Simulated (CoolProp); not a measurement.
c-C4F8 (RC318) along the isotherm 139.95 °C: Z from the reference equation and from simpler models built on Tc = 115.2 °C, pc = 2.778 MPa, ω = 0.355; each cubic takes its own stable root.

Values from CoolProp's reference Helmholtz-energy equation of state, Platzer 1990. This equation is an older, rougher fit; its heat capacities, sound speeds and derivatives of the liquid may be far off and weren't checked against measurements.

```json
[
 {"p (MPa)": "0.022", "phase": "gas", "reference": "0.9979", "van der Waals": "0.9980", "Redlich-Kwong": "0.9977", "Soave-Redlich-Kwong": "0.9978", "Peng-Robinson": "0.9976"},
 {"p (MPa)": "0.0355", "phase": "gas", "reference": "0.9966", "van der Waals": "0.9967", "Redlich-Kwong": "0.9964", "Soave-Redlich-Kwong": "0.9965", "Peng-Robinson": "0.9960"},
 {"p (MPa)": "0.0573", "phase": "gas", "reference": "0.9945", "van der Waals": "0.9947", "Redlich-Kwong": "0.9941", "Soave-Redlich-Kwong": "0.9944", "Peng-Robinson": "0.9936"},
 {"p (MPa)": "0.0926", "phase": "gas", "reference": "0.9911", "van der Waals": "0.9914", "Redlich-Kwong": "0.9905", "Soave-Redlich-Kwong": "0.9909", "Peng-Robinson": "0.9897"},
 {"p (MPa)": "0.15", "phase": "gas", "reference": "0.9855", "van der Waals": "0.9861", "Redlich-Kwong": "0.9845", "Soave-Redlich-Kwong": "0.9852", "Peng-Robinson": "0.9832"},
 {"p (MPa)": "0.242", "phase": "gas", "reference": "0.9765", "van der Waals": "0.9773", "Redlich-Kwong": "0.9748", "Soave-Redlich-Kwong": "0.9759", "Peng-Robinson": "0.9728"},
 {"p (MPa)": "0.39", "phase": "gas", "reference": "0.9618", "van der Waals": "0.9631", "Redlich-Kwong": "0.9591", "Soave-Redlich-Kwong": "0.9609", "Peng-Robinson": "0.9559"},
 {"p (MPa)": "0.631", "phase": "gas", "reference": "0.9371", "van der Waals": "0.9391", "Redlich-Kwong": "(withheld)", "Soave-Redlich-Kwong": "0.9359", "Peng-Robinson": "0.9279"},
 {"p (MPa)": "1.02", "phase": "gas", "reference": "0.8953", "van der Waals": "(withheld)", "Redlich-Kwong": "0.8883", "Soave-Redlich-Kwong": "0.8938", "Peng-Robinson": "0.8813"},
 {"p (MPa)": "1.65", "phase": "gas", "reference": "(withheld)", "van der Waals": "0.8237", "Redlich-Kwong": "(withheld)", "Soave-Redlich-Kwong": "0.8206", "Peng-Robinson": "0.8012"},
 {"p (MPa)": "2.66", "phase": "gas", "reference": "0.6785", "van der Waals": "(withheld)", "Redlich-Kwong": "0.6577", "Soave-Redlich-Kwong": "0.6835", "Peng-Robinson": "0.6556"},
 {"p (MPa)": "4.3", "phase": "supercritical", "reference": "0.3774", "van der Waals": "0.3931", "Redlich-Kwong": "0.3748", "Soave-Redlich-Kwong": "0.4285", "Peng-Robinson": "0.4002"},
 {"p (MPa)": "6.94", "phase": "supercritical", "reference": "0.4098", "van der Waals": "0.5157", "Redlich-Kwong": "0.4393", "Soave-Redlich-Kwong": "0.4600", "Peng-Robinson": "0.4193"}
]
```

Problem. Some entries are withheld; supply them.

Solution. 
- 0.631, Redlich-Kwong: 0.9327
- 1.02, van der Waals: 0.8980
- 1.65, reference: 0.8213
- 1.65, Redlich-Kwong: 0.8100
- 2.66, van der Waals: 0.6681
